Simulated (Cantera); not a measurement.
A freely propagating, adiabatic, planar premixed flame of 33.5 % H₂, 14.0 % O₂, 52.6 % N₂, equivalence ratio 1.2, unburnt at 700 K and 19000 Pa; mixture-averaged transport, grid criteria slope 0.08 and curve 0.16, no radiation.

Detailed kinetics in Cantera: the H2/O2 subset of GRI-Mech 3.0, which has no nitrogen chemistry. Burning velocities carry a grid error of a few per cent, more on coarse grids.

Q: Predict: laminar burning velocity; thermal thickness; peak x(O); peak x(H₂O₂); peak x(H).

A: 
```
Item                        Result
------------------------  --------
laminar burning velocity  929 cm/s
thermal thickness          4.49 mm
peak x(O)                   0.0146
peak x(H₂O₂)               1.01e-6
peak x(H)                    0.111
```
